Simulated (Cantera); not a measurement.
A closed system holds: 1 mol SiC, 0.18 mol O2, 19 mol N2, 1 mol CO2, held at 1 atm.

These are equilibrium values from Cantera (NASA tables, ideal gas, pure condensed phases), not measurements of a reactor. Candidate condensed phases: C, Si, SiC, SiO2, Si2N2O, Si3N4; 34 gas species. N2 is the only nitrogen source here; it is nearly inert below about 1500 K, so the nitride shown seldom forms there in practice. Mutual solubility and eutectic melting of coexisting phases are not modelled. The tables hold silica as quartz up to 1696 K and as liquid above; real silica turns to tridymite and cristobalite and melts near 1996 K. Rates play no part.

### Question
What share of the Si ends up in condensed phases as a function of T (°C), at 1002, 1102, 1202, 1302, 1402, 1502, 1602, 1702, 1802, 1902?

### Answer
| T (°C) | Si condensed (%) | as |
|---|---|---|
| 1002 | 100.0 | SiO2(β-quartz) + Si2N2O(s) |
| 1102 | 100.0 | Si2N2O(s) |
| 1202 | 100.0 | Si2N2O(s) |
| 1302 | 100.0 | Si2N2O(s) |
| 1402 | 99.9 | Si2N2O(s) |
| 1502 | 99.6 | Si2N2O(s) |
| 1602 | 98.3 | SiC(s) + Si2N2O(s) |
| 1702 | 91.0 | SiC(s) + Si2N2O(s) |
| 1802 | 59.1 | SiC(s) + Si2N2O(s) |
| 1902 | 31.7 | SiC(s) |
